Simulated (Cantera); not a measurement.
Cantera with NASA thermochemical tables; ideal gases at 1 bar, condensed phases pure. Values are per mole of reaction as written; species without (g) are pure solids or liquids, kept so even where they would boil at 1 bar.

Between 300 and 2148 K, where is each reaction favourable under standard conditions?
- 5 N2O(g) + 3 Ta2O5 ⇌ 6 Ta + 10 NO2(g)
- O(g) + 2 TaO2(g) ⇌ Ta2O5
- Ta + 2 O(g) ⇌ TaO2(g)


- 5 N2O(g) + 3 Ta2O5 ⇌ 6 Ta + 10 NO2(g): ΔG° is 5736 kJ at 300 K and 3943 kJ at 2148 K; it stays positive (K < 1). ΔH° is 5471 kJ and ΔS° 712 J/K at 2148 K.
- O(g) + 2 TaO2(g) ⇌ Ta2O5: ΔG° is -1720 kJ at 300 K and -752 kJ at 2148 K; it stays negative (K > 1). ΔH° is -1676 kJ and ΔS° -430 J/K at 2148 K.
- Ta + 2 O(g) ⇌ TaO2(g): ΔG° is -674 kJ at 300 K and -478 kJ at 2148 K; it stays negative (K > 1). ΔH° is -728 kJ and ΔS° -116 J/K at 2148 K.
